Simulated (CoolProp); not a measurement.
Vapour-liquid equilibrium of ethane (1) + propane (2) at -1.15 °C; x and y are mole fractions of (1).

Model: multi-fluid Helmholtz-energy mixture model, Bücker 2006 and Lemmon 2009; pair parameters Kunz 2012, in CoolProp.

Problem. Give the bubble pressure and the first vapour's composition at x = 0.05, 0.55, 0.95. Is there an azeotrope?

Solution. x = 0.05: 0.5354 MPa, y = 0.170; x = 0.55: 1.362 MPa, y = 0.806; x = 0.95: 2.199 MPa, y = 0.983. No azeotrope shows between x = 0.05 and 0.95.

Pair parameters are fitted to limited data, so mixtures are less certain than the pure fluids.
